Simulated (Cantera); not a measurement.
What does this Cantera script print?

```python
import numpy as np
import cantera as ct

gas_names = """
    CL CL2 H HCL H2 Si SiCL SiCL2 SiCL3 SiCL4 SiH SiHCL3 SiH2 SiH2CL2 SiH3 SiH3CL SiH4 Si2 Si3
""".split()
cond_names = """
    Si(cr) Si(L)
""".split()


def load(file, names, dense=False):
    # The tables refer to 1 bar. Condensed volumes are neglected.
    table = {s.name: s for s in ct.Species.list_from_file(file)}
    out = []
    for n in names:
        d = dict(table[n].input_data)
        d["thermo"] = dict(d["thermo"], **{"reference-pressure": 1e5})
        if dense:
            d["equation-of-state"] = {"model": "constant-volume", "density": "1e6 g/cm^3"}
        out.append(ct.Species.from_dict(d))
    return out


gas = ct.Solution(thermo="ideal-gas", species=load("nasa_gas.yaml", gas_names))
cond = {s.name: ct.Solution(thermo="fixed-stoichiometry", species=[s], name=s.name)
        for s in load("nasa_condensed.yaml", cond_names, dense=True)}
atoms = {
    'Si': {'Si': 1},
    'HCl': {'H': 1, 'CL': 1},
    'H2': {'H': 2},
}
top_T = {}  # K; cautious upper limits of use, not melting points


def equilibrate(T, P, feed):
    n = {}
    for name, mol in feed.items():
        for a, k in atoms[name].items():
            n[a] = n.get(a, 0.0) + k * mol
    gas.TPX = T, P, n
    mass = sum(n.values()) * gas.mean_molecular_weight
    gas.equilibrate("TP")
    valid = [c for c in cond.values() if c.min_temp <= T <= top_T.get(c.name, c.max_temp)]
    mix = ct.Mixture([(gas, mass / gas.mean_molecular_weight)] + [(c, 0.0) for c in valid])
    mix.T, mix.P = T, P
    mix.equilibrate("TP", solver="vcs", rtol=1e-11, max_steps=5000)
    return mix


results = []
feed = {'Si': 1, 'HCl': 0.57, 'H2': 18}  # mol
P = 101325  # Pa
for T in [973, 1048, 1123, 1198, 1273, 1348, 1423, 1498, 1573, 1648, 1723]:
    mix = equilibrate(T, P, feed)
    results.append((T, P, feed, dict(zip(mix.species_names, mix.species_moles))))

top = {s: max(r[3][s] / sum(r[3][g] for g in gas_names) for r in results) for s in gas_names}
cols = sorted((s for s in top if top[s] > 1e-06), key=lambda s: -top[s])[:6]
seen = [c for c in cond_names if any(r[3].get(c, 0) > 1e-12 for r in results)]
print("log10 of partial pressures in bar; condensed amounts in mol")
print(f"{'T/K':>10s}" + "".join(f"{s[:9]:>10s}" for s in cols + seen))
for T, P, feed, n in results:
    ng = sum(n[g] for g in gas_names)
    print(f"{T:10.4g}" + "".join(f"{np.log10(max(n[s] / ng * P / 1e5, 1e-99)):10.3f}" for s in cols)
          + "".join(f"{n.get(c, 0):10.4g}" for c in seen))
```

Result:

```
log10 of partial pressures in bar; condensed amounts in mol
       T/K        H2       HCL    SiHCL3     SiCL4     SiCL2   SiH2CL2    Si(cr)     Si(L)
       973     0.000    -2.395    -2.357    -2.501    -4.584    -3.193    0.8492         0
      1048    -0.001    -2.141    -2.418    -2.568    -4.012    -3.211    0.8656         0
      1123    -0.002    -1.937    -2.516    -2.686    -3.548    -3.258    0.8873         0
      1198    -0.004    -1.783    -2.673    -2.882    -3.192    -3.347    0.9112         0
      1273    -0.005    -1.680    -2.907    -3.184    -2.943    -3.489     0.932         0
      1348    -0.006    -1.624    -3.220    -3.591    -2.793    -3.684    0.9454         0
      1423    -0.006    -1.599    -3.575    -4.058    -2.712    -3.910    0.9516         0
      1498    -0.007    -1.589    -3.935    -4.530    -2.666    -4.139    0.9536         0
      1573    -0.007    -1.587    -4.277    -4.979    -2.637    -4.357    0.9537         0
      1648    -0.007    -1.587    -4.594    -5.397    -2.616    -4.560     0.953         0
      1723    -0.007    -1.584    -4.904    -5.794    -2.621    -4.768         0    0.9542
```

Equilibrium computed with Cantera from the NASA thermochemical tables; the gas is ideal and each condensed phase is pure. The tables' values for SiCl3 are old estimates; treat these amounts as uncertain. Gases not in the tables: Si2H6 and higher silanes.
